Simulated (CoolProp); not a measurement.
Vapour-liquid equilibrium of R134a (1) + methanol (2) at 1.62 bar; x and y are mole fractions of (1).

The numbers come from the multi-fluid Helmholtz-energy mixture model, Tillner-Roth 1994 and de Reuck 1993; pair parameters Bell 2016 in CoolProp.

| x | bubble temperature, mixture model (°C) | bubble temperature, Raoult's law (°C) | y, mixture model | y, Raoult's law |
|---|---|---|---|---|
| 0.05 | 33.1 | 59.5 | 0.843 | 0.513 |
| 0.125 | 10.7 | 40.8 | 0.953 | 0.801 |
| 0.2 | 3.0 | 28.2 | 0.971 | 0.901 |
| 0.275 | -0.7 | 19.1 | 0.978 | 0.944 |
| 0.35 | -2.7 | 12.3 | 0.981 | 0.966 |
| 0.425 | -4.2 | 6.9 | 0.983 | 0.978 |
| 0.5 | -5.4 | 2.4 | 0.985 | 0.985 |
| 0.575 | -6.6 | -1.3 | 0.987 | 0.990 |
| 0.65 | -7.9 | -4.5 | 0.989 | 0.993 |
| 0.725 | -9.2 | -7.3 | 0.991 | 0.996 |
| 0.8 | -10.7 | -9.8 | 0.993 | 0.997 |
| 0.875 | -12.3 | -12.0 | 0.995 | 0.999 |
| 0.95 | -14.1 | -14.1 | 0.998 | 1.000 |

The largest gap from Raoult's law is -30.1 K in bubble temperature, at x = 0.125. No azeotrope shows between x = 0.05 and 0.95.

Pair parameters are fitted to limited data, so mixtures are less certain than the pure fluids. With so large a gap from Raoult's law the liquid may split in two, which this calculation doesn't test in full.
